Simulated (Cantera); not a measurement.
Mixture: 4.20 % C3H8, 23.1 % O2, 64.7 % N2, 7.99 % H2O, equivalence ratio 0.91, at 5.00 bar, adiabatic and at constant pressure. Ignition delay is the time to a rise of 400 K.

Cantera simulation using GRI-Mech 3.0 (53 species, 325 reactions); the numbers are that mechanism's predictions, not measurements. GRI-Mech 3.0 was tuned for natural gas; its chemistry of propane as a main component is partial and can be far from experiment.

Q: Predict: delay at 1000 K; delay at 1150 K; delay at 1300 K; delay at 1450 K; apparent activation energy between 1375 and 1525 K.

A: 
```json
{
  "delay at 1000 K": "0.114 s",
  "delay at 1150 K": "5.96 ms",
  "delay at 1300 K": "0.401 ms",
  "delay at 1450 K": "48.2 µs",
  "apparent activation energy between 1375 and 1525 K": "210 kJ/mol"
}
```
